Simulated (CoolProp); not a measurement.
Vapour-liquid equilibrium of acetone (1) + water (2) at 125.15 °C; x and y are mole fractions of (1).

Model: multi-fluid Helmholtz-energy mixture model, Lemmon 2006 and Wagner 2002; pair parameters Bell 2016, in CoolProp.

Q: Give the bubble pressure and the first vapour's composition at x = 0.2, 0.35, 0.5. Is there an azeotrope?

A: x = 0.2: 0.5053 MPa, y = 0.593; x = 0.35: 0.5679 MPa, y = 0.662; x = 0.5: 0.6021 MPa, y = 0.707. No azeotrope shows between x = 0.05 and 0.95.

Pair parameters are fitted to limited data, so mixtures are less certain than the pure fluids. With so large a gap from Raoult's law the liquid may split in two, which this calculation doesn't test in full.
